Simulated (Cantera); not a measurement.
Charge: 1 mol C3H6, 0.15 mol H2O, 0.55 mol N2, 0.037 mol NH3, at 1950 K and 290 Pa.

Equilibrium computed with Cantera from the NASA thermochemical tables; the gas is ideal and each condensed phase is pure. Candidate condensed phases: C, C6H6, C7H8, C8H18, H2O; 136 gas species. The numbers say what is thermodynamically allowed, not how fast it happens.

Base state: H2 0.797, N2 0.141, CO 0.0379, H 0.0190, HCN 0.00404, C2H2 (acetylene) 0.000436, HNC 0.000209 (mole fractions); condensed: C(graphite).

### Question
What changes in the equilibrium state with this change: temperature from 1950 K to 1748 K?

### Answer
```tsv
species	before	after
H2	0.797	0.812
N2	0.141	0.144
CO	0.0379	0.0382
H	0.0190	0.00382
HCN	0.00404	0.00162
C2H2 (acetylene)	0.000436	9.17e-5
HNC	0.000209	5.44e-5
C(graphite), mol	2.83	2.84
```
